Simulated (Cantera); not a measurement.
Input (Python, Cantera):

```python
import numpy as np
import cantera as ct

gas = ct.Solution("gri30.yaml")
gas.TPX = 1550, 1000000, {'CO': 1, 'H2': 1.5, 'CH4': 0.035, 'O2': 1.81, 'N2': 6.8, 'CO2': 1.8}
reactor = ct.IdealGasConstPressureReactor(gas, energy="on", clone=False)
net = ct.ReactorNet([reactor])
net.rtol, net.atol = 1e-08, 1e-16
show = ['CO', 'H2', 'CH4', 'C2H6', 'C2H2', 'OH', 'CH2CO']
times = np.geomspace(9e-06, 0.3, 12)

steps = ct.SolutionArray(gas, extra=["t"])
rows = []
print(f"{'t/s':>10s}{'T/K':>9s}{'P/Pa':>11s}" + "".join(f"{s:>11s}" for s in show))
for t in times:
    while net.time < t:
        t_next = net.step()
        steps.append(gas.state, t=t_next)
    rows.append([np.interp(t, steps.t, y) for y in (steps.T, steps.P, *steps(*show).X.T)])
    print(f"{t:10.3e}{rows[-1][0]:9.1f}{rows[-1][1]:11.4g}" + "".join(f"{x:11.3e}" for x in rows[-1][2:]))
rate = np.gradient(steps.T, steps.t)
print("integrator steps:", len(steps.t))
if steps.T.max() > steps.T[0] + 200:
    print(f"time of steepest temperature rise: {steps.t[rate.argmax()]:.4e} s")
gas.TPX = 1550, 1000000, {'CO': 1, 'H2': 1.5, 'CH4': 0.035, 'O2': 1.81, 'N2': 6.8, 'CO2': 1.8}
gas.equilibrate("HP")
print(f"equilibrium (HP): T = {gas.T:.1f} K  " + "  ".join(f"{s} {gas[s].X[0]:.3e}" for s in show))
```

Output:

```
       t/s      T/K       P/Pa         CO         H2        CH4       C2H6       C2H2         OH      CH2CO
 9.000e-06   2503.0      1e+06  4.184e-02  3.571e-03  6.386e-16  2.783e-29  3.833e-19  1.208e-02  6.103e-17
 2.320e-05   2629.7      1e+06  2.689e-02  2.323e-03  2.979e-16  2.448e-30  2.153e-19  1.033e-02  1.587e-17
 5.978e-05   2652.4      1e+06  2.396e-02  2.108e-03  2.656e-16  1.554e-30  1.823e-19  9.990e-03  1.166e-17
 1.541e-04   2651.6      1e+06  2.390e-02  2.104e-03  2.655e-16  1.547e-30  1.809e-19  9.939e-03  1.158e-17
 3.971e-04   2649.0      1e+06  2.383e-02  2.101e-03  2.660e-16  1.550e-30  1.784e-19  9.829e-03  1.148e-17
 1.024e-03   2644.1      1e+06  2.371e-02  2.095e-03  2.668e-16  1.552e-30  1.733e-19  9.616e-03  1.127e-17
 2.638e-03   2638.7      1e+06  2.359e-02  2.089e-03  2.676e-16  1.554e-30  1.674e-19  9.384e-03  1.102e-17
 6.799e-03   2637.1      1e+06  2.355e-02  2.088e-03  2.679e-16  1.554e-30  1.657e-19  9.315e-03  1.094e-17
 1.752e-02   2637.1      1e+06  2.355e-02  2.088e-03  2.679e-16  1.554e-30  1.657e-19  9.313e-03  1.094e-17
 4.516e-02   2637.1      1e+06  2.355e-02  2.088e-03  2.679e-16  1.554e-30  1.657e-19  9.313e-03  1.094e-17
 1.164e-01   2637.1      1e+06  2.355e-02  2.088e-03  2.679e-16  1.554e-30  1.657e-19  9.313e-03  1.094e-17
 3.000e-01   2637.1      1e+06  2.355e-02  2.088e-03  2.679e-16  1.554e-30  1.657e-19  9.313e-03  1.094e-17
integrator steps: 1409
time of steepest temperature rise: 1.8884e-06 s
equilibrium (HP): T = 2637.1 K  CO 2.355e-02  H2 2.088e-03  CH4 3.631e-16  C2H6 2.468e-30  C2H2 1.837e-19  OH 9.313e-03  CH2CO 1.336e-17
```

Detailed kinetics in Cantera: GRI-Mech 3.0 (53 species, 325 reactions).
